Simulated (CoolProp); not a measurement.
Vapour-liquid equilibrium of R142b (1) + R113 (2) at 287.9 K; x and y are mole fractions of (1).

Values from CoolProp's multi-fluid Helmholtz-energy mixture model, Lemmon 2006 and Marx 1992; pair parameters Bell 2016.

```csv
x,"bubble pressure, mixture model (MPa)","bubble pressure, Raoult's law (MPa)","y, mixture model","y, Raoult's law"
0.05,0.04396,0.04014,0.358,0.303
0.2,(withheld),0.07224,0.706,0.674
0.35,(withheld),0.1043,0.822,0.817
0.5,0.1484,0.1364,0.884,0.892
0.65,0.1765,0.1685,0.926,0.939
0.8,0.2041,0.2006,(withheld),0.971
0.95,0.2331,0.2327,0.990,0.994
```

### Question
Fill in the missing entries.

### Answer

- 0.2, bubble pressure, mixture model (MPa): 0.08360
- 0.35, bubble pressure, mixture model (MPa): 0.1180
- 0.8, y, mixture model: 0.959

The largest gap from Raoult's law is +15.7 % in bubble pressure, at x = 0.2. No azeotrope shows between x = 0.05 and 0.95.

The pair parameters rest on a limited set of measurements; away from them the model extrapolates.
